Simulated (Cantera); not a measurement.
A closed system holds: 1 mol MgO, 3.5 mol HBr, 0.082 mol O2, at 1452 °C and 0.140 bar.

Method: chemical equilibrium by Gibbs-energy minimisation in Cantera with the NASA 1993 tables (ideal gas, pure condensed phases). Candidate condensed phases: Br2, H2O, Mg, MgBr2, MgO, Mg(OH)2; 20 gas species. Rates play no part.

Base state: HBr 0.516, H2O 0.202, MgBr2 0.157, Br 0.109, H2 0.0126, Br2 0.00232, H 5.58e-5, OH 4.91e-5 (mole fractions); condensed: MgO(s).

### Question
What changes in the equilibrium state with this change: temperature from 1452 °C to 1552 °C?

### Answer
```json
[
 {"species": "HBr", "before": "0.516", "after": "0.454"},
 {"species": "H2O", "before": "0.202", "after": "0.217"},
 {"species": "MgBr2", "before": "0.157", "after": "0.174"},
 {"species": "Br", "before": "0.109", "after": "0.130"},
 {"species": "H2", "before": "0.0126", "after": "0.0226"},
 {"species": "MgBr", "before": "3.92e-5", "after": "0.000153"},
 {"species": "H", "before": "5.58e-5", "after": "0.000177"},
 {"species": "OH", "before": "4.91e-5", "after": "0.000119"},
 {"species": "MgO(s), mol", "before": "0.417", "after": "0.349"}
]
```

### Question
What changes in the equilibrium state with this change: O2 from 0.082 to 0.35 mol?

### Answer
| species | before | after |
|---|---|---|
| HBr | 0.516 | 0.371 |
| Br | 0.109 | 0.303 |
| H2O | 0.202 | 0.238 |
| MgBr2 | 0.157 | 0.0689 |
| H2 | 0.0126 | 0.000844 |
| Br2 | 0.00232 | 0.0179 |
| O2 | 1.23e-6 | 0.000382 |
| MgBr | 3.92e-5 | 6.18e-6 |
| OH | 4.91e-5 | 0.000224 |
| MgO(s), mol | 0.417 | 0.715 |
